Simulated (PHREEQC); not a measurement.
A solution holds 0.00135 mol HF, 0.00012 mol NH4HF2 and 0.014 mol H2SO4 per kg of water, at 20 °C. Closed to the air; pH follows from the charge balance.

Equilibrium calculation in PHREEQC: ion-association model, phreeqc.dat.

This is a speciation only: nothing precipitates in the calculation.

Question: What pH, ionic strength does the model give?

Answer: pH 1.74; ionic strength 0.0280 mol/kgw.

Question: In which forms is S present?

Answer: HSO4- 50 %, SO4-2 50 % of the S.

Species that the database lacks are ignored.
